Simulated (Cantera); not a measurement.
## Low-pressure radical oxidation in H2/O2

An isothermal, constant-pressure homogeneous reactor starts with H2 : O2 = 0.19 : 1 (molar parts), equivalence ratio 0.095, at 1450 K and 1400 Pa.

Cantera simulation using the H2/O2 subset of GRI-Mech 3.0, which has no nitrogen chemistry; the numbers are that mechanism's predictions, not measurements. Radical loss at walls, strong at low pressure, is not modelled. The temperature is held fixed by assumption; the heat of reaction is taken as removed at once.

```json
[
 {"t (s)": "0.000200", "x H2": "0.160", "x O2": "0.840", "x O": "2.99e-5", "x H2O": "6.11e-5", "x H2O2": "9.68e-9", "x H": "3.24e-5", "x HO2": "1.29e-6"},
 {"t (s)": "0.000549", "x H2": "0.0238", "x O2": "0.747", "x O": "0.0615", "x H2O": "0.104", "x H2O2": "2.11e-7", "x H": "0.0418", "x HO2": "4.38e-6"},
 {"t (s)": "0.00151", "x H2": "0.00677", "x O2": "0.731", "x O": "0.0823", "x H2O": "0.126", "x H2O2": "1.46e-7", "x H": "0.0372", "x HO2": "4.43e-6"},
 {"t (s)": "0.00413", "x H2": "0.00631", "x O2": "0.739", "x O": "0.0750", "x H2O": "0.131", "x H2O2": "1.48e-7", "x H": "0.0326", "x HO2": "4.47e-6"},
 {"t (s)": "0.0113", "x H2": "0.00513", "x O2": "0.759", "x O": "0.0582", "x H2O": "0.141", "x H2O2": "1.48e-7", "x H": "0.0225", "x HO2": "4.49e-6"},
 {"t (s)": "0.0311", "x H2": "0.00282", "x O2": "0.791", "x O": "0.0301", "x H2O": "0.156", "x H2O2": "1.33e-7", "x H": "0.00844", "x HO2": "4.06e-6"},
 {"t (s)": "0.0854", "x H2": "0.000757", "x O2": "0.816", "x O": "0.00774", "x H2O": "0.168", "x H2O2": "8.10e-8", "x H": "0.00110", "x HO2": "2.36e-6"},
 {"t (s)": "0.234", "x H2": "0.000124", "x O2": "0.824", "x O": "0.00125", "x H2O": "0.172", "x H2O2": "3.31e-8", "x H": "7.20e-5", "x HO2": "7.14e-7"},
 {"t (s)": "0.643", "x H2": "2.13e-5", "x O2": "0.826", "x O": "0.000215", "x H2O": "0.173", "x H2O2": "1.20e-8", "x H": "5.12e-6", "x HO2": "2.03e-7"},
 {"t (s)": "1.76", "x H2": "4.79e-6", "x O2": "0.826", "x O": "4.83e-5", "x H2O": "0.173", "x H2O2": "4.79e-9", "x H": "5.46e-7", "x HO2": "1.33e-7"},
 {"t (s)": "4.84", "x H2": "1.82e-6", "x O2": "0.826", "x O": "1.84e-5", "x H2O": "0.173", "x H2O2": "3.02e-9", "x H": "1.29e-7", "x HO2": "1.61e-7"},
 {"t (s)": "13.3", "x H2": "1.54e-6", "x O2": "0.826", "x O": "1.55e-5", "x H2O": "0.173", "x H2O2": "2.87e-9", "x H": "9.99e-8", "x HO2": "1.70e-7"},
 {"t (s)": "36.4", "x H2": "1.54e-6", "x O2": "0.826", "x O": "1.55e-5", "x H2O": "0.173", "x H2O2": "2.87e-9", "x H": "9.98e-8", "x HO2": "1.70e-7"},
 {"t (s)": "100", "x H2": "1.54e-6", "x O2": "0.826", "x O": "1.55e-5", "x H2O": "0.173", "x H2O2": "2.87e-9", "x H": "9.98e-8", "x HO2": "1.70e-7"}
]
```
x: mole fraction; the columns are a selection and need not sum to one.

Equilibrium at this temperature and pressure: H2 1.54e-6, O2 0.826, O 1.55e-5, H2O 0.173, H2O2 2.87e-9, H 9.98e-8, HO2 1.70e-7 (gas phase only).
